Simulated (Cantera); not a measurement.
An isothermal, constant-pressure homogeneous reactor starts with CH4 : H2 = 1 : 2.6 (molar parts), at 1873 K and 0.0263 atm.

Model: GRI-Mech 3.0 (53 species, 325 reactions), integrated in Cantera. GRI-Mech 3.0 stops at C3 and has no aromatics, soot or wall deposition, so with more carbon than oxygen in the feed, carbon stays in small species such as C2H2 where larger ones or solid carbon would form. Radical loss at walls, strong at low pressure, is not modelled.

x: mole fraction; the columns are a selection and need not sum to one.

```
t (s)        x CH4   x H2    x CH2   x C2H4       x H     x CH3
--------  --------  -----  -------  -------  --------  --------
8.00e-5      0.277  0.722  1.04e-8      [?]   3.66e-5  0.000250
0.000218     0.277  0.722  8.71e-8      [?]   9.38e-5  0.000686
0.000594     0.275  0.722  6.14e-7      [?]  0.000251   0.00187
0.00162      0.268  0.725  3.59e-6      [?]  0.000697   0.00500
0.00442      0.218  0.751  1.04e-5      [?]   0.00158   0.00886
0.0120       0.121  0.812  8.68e-6      [?]   0.00197   0.00575
0.0328      0.0506  0.857  5.82e-6      [?]   0.00234   0.00274
0.0894      0.0161  0.878  3.34e-6      [?]   0.00288   0.00105
0.244      0.00430  0.885  1.44e-6      [?]   0.00345  0.000335
0.665      0.00123  0.887  4.99e-7  3.70e-5   0.00370  0.000103
1.81      0.000445  0.887  1.88e-7  3.67e-5   0.00375   3.76e-5
4.94      0.000265  0.888  1.13e-7  3.67e-5   0.00375   2.24e-5
13.5      0.000252  0.888  1.07e-7  3.67e-5   0.00375   2.13e-5
36.7      0.000252  0.888  1.07e-7  3.67e-5   0.00375   2.13e-5
100       0.000252  0.888  1.07e-7  3.67e-5   0.00375   2.13e-5
```

Q: Complete the blanks.

A: 
- 8.00e-5, x C2H4: 1.53e-7
- 0.000218, x C2H4: 3.70e-6
- 0.000594, x C2H4: 7.62e-5
- 0.00162, x C2H4: 0.00125
- 0.00442, x C2H4: 0.00584
- 0.0120, x C2H4: 0.00231
- 0.0328, x C2H4: 0.000474
- 0.0894, x C2H4: 9.14e-5
- 0.244, x C2H4: 4.16e-5
